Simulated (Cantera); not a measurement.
An adiabatic, constant-volume homogeneous reactor starts with CH4 : O2 : N2 = 1 : 1.54 : 5.78 (molar parts), equivalence ratio 1.3, at 1273 K and 7.10 bar.

Detailed kinetics in Cantera: GRI-Mech 3.0 (53 species, 325 reactions). Above 3000 K some thermodynamic fits are extrapolated.

One state of this run: T (K) = 3018; P (bar) = 18.0; x CH4 = 5.65e-12; x O2 = 0.00211; x CO2 = 0.0397; x C2H6 = <1e-12; x H2 = 0.0423; x HCN = 1.09e-7; x CH2CO = <1e-12. x: mole fraction; the columns are a selection and need not sum to one.

### Question
Which value of t (s) does it belong to?
(A) 2.66e-5
(B) 0.000981
(C) 0.000295
(D) 0.0361

### Answer
D, 0.0361
